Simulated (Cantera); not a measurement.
A perfectly stirred reactor is fed with H2 : O2 = 0.031 : 1 (molar parts), at 20.0 Torr; it is held at 1373 K, and followed from long to short residence time.

Model: GRI-Mech 3.0 (53 species, 325 reactions), integrated in Cantera. Radical loss at walls, strong at low pressure, is not modelled.

### Question
What does this change do: pressure from 20.0 Torr to 12.8 Torr?

### Answer
| quantity | before | after |
|---|---|---|
| x(H2) at τ = 0.840 s | 5.84e-5 | 8.49e-5 |
| x(O2) at τ = 0.840 s | 0.967 | 0.965 |
| x(OH) at τ = 0.840 s | 0.00116 | 0.00153 |
| x(O) at τ = 0.840 s | 0.00232 | 0.00403 |
| x(H) at τ = 0.840 s | 7.53e-5 | 0.000172 |
| x(H2) at τ = 12.0 ms | 0.000617 | 0.000794 |
| x(O2) at τ = 12.0 ms | 0.950 | 0.947 |
| x(OH) at τ = 12.0 ms | 0.00332 | 0.00366 |
| x(O) at τ = 12.0 ms | 0.0172 | 0.0200 |
| x(H) at τ = 12.0 ms | 0.00164 | 0.00212 |
